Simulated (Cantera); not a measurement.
## Low-pressure radical oxidation in H2/O2

An isothermal, constant-pressure homogeneous reactor starts with H2 : O2 : N2 = 0.01 : 1 : 0.15 (molar parts), at 1175 K and 10.00 Torr.

Cantera simulation using GRI-Mech 3.0 (53 species, 325 reactions); the numbers are that mechanism's predictions, not measurements. Radical loss at walls, strong at low pressure, is not modelled.

| t (s) | x H2 | x O2 | x H2O | x O | x HO2 | x N2O | x NO2 |
|---|---|---|---|---|---|---|---|
| 0.000300 | 0.00862 | 0.862 | 3.36e-10 | 1.22e-9 | 1.27e-9 | <1e-12 | <1e-12 |
| 0.000868 | 0.00862 | 0.862 | 4.49e-9 | 7.04e-9 | 3.68e-9 | <1e-12 | <1e-12 |
| 0.00251 | 0.00862 | 0.862 | 1.29e-7 | 1.24e-7 | 1.11e-8 | <1e-12 | <1e-12 |
| 0.00727 | 0.00836 | 0.862 | 0.000195 | 0.000173 | 5.47e-7 | 1.12e-12 | <1e-12 |
| 0.0211 | 4.12e-5 | 0.855 | 0.00807 | 0.00695 | 8.87e-7 | 6.55e-10 | <1e-12 |
| 0.0609 | 2.93e-5 | 0.856 | 0.00819 | 0.00565 | 7.90e-7 | 2.08e-9 | <1e-12 |
| 0.176 | 1.77e-5 | 0.858 | 0.00835 | 0.00336 | 6.24e-7 | 3.23e-9 | <1e-12 |
| 0.510 | 6.34e-6 | 0.860 | 0.00850 | 0.00119 | 3.69e-7 | 3.80e-9 | 2.05e-12 |
| 1.48 | 1.35e-6 | 0.861 | 0.00859 | 0.000255 | 1.49e-7 | 4.14e-9 | 4.04e-12 |
| 4.28 | 2.25e-7 | 0.861 | 0.00863 | 4.27e-5 | 4.26e-8 | 4.29e-9 | 6.63e-12 |
| 12.4 | 3.89e-8 | 0.861 | 0.00865 | 7.42e-6 | 1.05e-8 | 4.29e-9 | 8.30e-12 |
| 35.8 | 8.04e-9 | 0.861 | 0.00865 | 1.55e-6 | 3.22e-9 | 4.08e-9 | 1.02e-11 |
| 104 | 2.06e-9 | 0.861 | 0.00866 | 3.99e-7 | 2.18e-9 | 3.46e-9 | 1.91e-11 |
| 300 | 7.77e-10 | 0.861 | 0.00866 | 1.51e-7 | 2.67e-9 | 2.16e-9 | 4.11e-11 |
x: mole fraction; the columns are a selection and need not sum to one.

Equilibrium at this temperature and pressure: H2 6.08e-10, O2 0.861, H2O 0.00866, O 1.18e-7, HO2 2.91e-9, N2O 4.44e-10, NO2 5.92e-7 (gas phase only).
